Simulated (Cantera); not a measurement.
Source: NASA polynomial tables (part measured, part estimated), evaluated in Cantera. Values are per mole of reaction as written; species without (g) are pure solids or liquids, kept so even where they would boil at 1 bar.

**Question.** Between 300 and 2625 K, where is each reaction favourable under standard conditions?
- 2 NO(g) + 4 TiO(g) = N2(g) + 2 Ti2O3
- O3(g) + 3 Ti4O7 = 12 TiO2

**Answer.** 
- 2 NO(g) + 4 TiO(g) = N2(g) + 2 Ti2O3: ΔG° is -3139 kJ at 300 K and -1160 kJ at 2625 K; it stays negative (K > 1). ΔH° is -2981 kJ and ΔS° -694 J/K at 2625 K.
- O3(g) + 3 Ti4O7 = 12 TiO2: ΔG° is -1196 kJ at 300 K and -507 kJ at 2625 K; it stays negative (K > 1). ΔH° is -1240 kJ and ΔS° -279 J/K at 2625 K.
